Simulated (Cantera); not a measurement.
Input: 1 mol NH₃, 0.41 mol H₂O, held at 1 atm.

Method: chemical equilibrium by Gibbs-energy minimisation in Cantera with the NASA 1993 tables (ideal gas, pure condensed phases). Candidate condensed phases: H₂O; 24 gas species. Equilibrium is a limit: real reactors are often held back by kinetics, nucleation or transport.

Q: At 2400 K, list the 6 most abundant gas species with their mole fractions, and the condensed phases.

A: H₂ 0.613, N₂ 0.206, H₂O 0.168, H 0.0124, OH 0.000625, NO 2.09e-5. Condensed: gas only.
